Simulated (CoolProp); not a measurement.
Ethanol along the isobar 32.8 bar: fugacity coefficient from the reference equation and from simpler models built on Tc = 514.7 K, pc = 62.68 bar, ω = 0.644; each cubic takes its own stable root.

Model: reference Helmholtz-energy equation of state, Schroeder 2014, in CoolProp.

```
T (K)   phase  reference
-----  ------  ---------
322.4  liquid   0.009177
342.6  liquid    0.02242
362.8  liquid    0.04848
382.9  liquid    0.09414
403.1  liquid     0.1677
423.3  liquid     0.2763
443.4  liquid     0.4241
463.6  liquid     0.6137
483.8     gas     0.7873
503.9     gas     0.8275
```

### Question
How far does each simpler model (van der Waals, Redlich-Kwong, Soave-Redlich-Kwong) lie from the reference over these 10 states: mean and median of the absolute difference, and the worst?

### Answer
- van der Waals: mean 494.7 %, median 190.1 %, worst +2222.1 % at 322.4 K and 32.8 bar
- Redlich-Kwong: mean 168.9 %, median 97.4 %, worst +593.1 % at 322.4 K and 32.8 bar
- Soave-Redlich-Kwong: mean 2.2 %, median 1.9 %, worst +3.7 % at 382.9 K and 32.8 bar

At some of these states van der Waals, Redlich-Kwong gives the other phase, because its saturation line lies elsewhere.
